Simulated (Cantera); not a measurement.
A perfectly stirred reactor is fed with CO : H2 : O2 : N2 = 1 : 0.075 : 0.717 : 4.59 (molar parts), equivalence ratio 0.75, at 1.00 bar; it is adiabatic with a 350 K inlet, and is followed from long to short residence time, starting on the burning branch (τ in s: 0.1, 0.041, 0.016, 0.0062, 0.0024, 0.00096, 0.00038, 0.00015, 5.8e-05, 2.3e-05, 8.9e-06).

Computed with Cantera and GRI-Mech 3.0 (53 species, 325 reactions).

x: mole fraction; the columns are a selection and need not sum to one.

```csv
τ (s),T (K),x CO,x H2,x O2,x HO2,x NO2,x H2O2
0.10,1717,0.00597,0.000115,0.0331,?,8.16e-8,3.89e-8
0.041,1687,0.00939,0.000183,0.0346,?,5.02e-8,6.16e-8
0.016,1642,0.0145,0.000284,0.0368,?,3.30e-8,1.02e-7
0.0062,1576,0.0216,0.000417,0.0398,?,2.50e-8,1.78e-7
0.0024,1479,0.0324,0.000568,0.0446,?,1.93e-8,3.23e-7
0.00096,350,0.157,0.0118,0.112,<1e-12,<1e-12,<1e-12
0.00038,350,0.157,0.0118,0.112,<1e-12,<1e-12,<1e-12
0.00015,350,0.157,0.0118,0.112,<1e-12,<1e-12,<1e-12
5.8e-5,350,0.157,0.0118,0.112,<1e-12,<1e-12,<1e-12
2.3e-5,350,0.157,0.0118,0.112,<1e-12,<1e-12,<1e-12
8.9e-6,350,0.157,0.0118,0.112,<1e-12,<1e-12,<1e-12
```

Task: Some entries are withheld; supply them.

Result: 
- 0.10, x HO2: 1.77e-6
- 0.041, x HO2: 2.76e-6
- 0.016, x HO2: 4.22e-6
- 0.0062, x HO2: 6.26e-6
- 0.0024, x HO2: 9.37e-6
